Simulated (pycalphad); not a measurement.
All values are pycalphad results on the COST 507 light-alloy database (1999) (1 atm), not direct measurements. The data set is of 1999 and partly superseded.

Molar enthalpy of Si-72.3Al-1.05Fe (at.%) in equilibrium (SER reference):

```csv
T (K),H (kJ/mol),phases
2250,75.51,LIQUID
2100,70.91,LIQUID
1950,66.31,LIQUID
1800,61.70,LIQUID
1650,57.11,LIQUID
1500,52.50,LIQUID
1350,47.90,LIQUID
1200,43.32,LIQUID
1125,41.03,LIQUID
1050,38.44,LIQUID + DIAMOND_A4
900,28.22,LIQUID + DIAMOND_A4 + ALFESI_DELTA
825,13.14,FCC_A1 + DIAMOND_A4 + ALFESI_BETA
750,10.75,FCC_A1 + DIAMOND_A4 + ALFESI_BETA
600,6.40,FCC_A1 + DIAMOND_A4 + ALFESI_BETA
```

Cooling from 1125 K to 825 K, across the freezing range, releases 27.9 kJ/mol, or 1010 J/g. The slope is 30 J/(mol K) in the liquid and 32 J/(mol K) just below the solidus, where it includes any heat of precipitation. Liquidus 1057 K, solidus 849 K. Changes were sought between steps of 75 K, so a narrower field can be missed.

Database names, with the compositions (at.%) that they take in these runs: ALFESI_DELTA: Al 55 Si 30 Fe 15; ALFESI_BETA: Al 70 Si 15 Fe 15. FCC_A1 is fcc; DIAMOND_A4 is diamond (Si).
